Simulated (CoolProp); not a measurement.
R1234ze(Z) at several states: Z from the reference equation and from simpler models built on Tc = 150.1 °C, pc = 3.531 MPa, ω = 0.327; each cubic takes its own stable root.

Values from CoolProp's reference Helmholtz-energy equation of state, Akasaka 2019.

```json
[
 {"T (°C)": "118.25", "p (MPa)": "3.47", "phase": "liquid", "reference": "…", "van der Waals": "…", "Redlich-Kwong": "0.1783"},
 {"T (°C)": "44.25", "p (MPa)": "14.5", "phase": "liquid", "reference": "…", "van der Waals": "…", "Redlich-Kwong": "…"},
 {"T (°C)": "101.25", "p (MPa)": "0.0534", "phase": "gas", "reference": "0.9911", "van der Waals": "0.9940", "Redlich-Kwong": "0.9927"},
 {"T (°C)": "22.75", "p (MPa)": "0.022", "phase": "gas", "reference": "0.9912", "van der Waals": "0.9957", "Redlich-Kwong": "0.9942"}
]
```

Q: What belongs in the gaps?

A: 
- 118.25, reference: 0.1313
- 118.25, van der Waals: 0.2355
- 44.25, reference: 0.5116
- 44.25, van der Waals: 0.8886
- 44.25, Redlich-Kwong: 0.6395
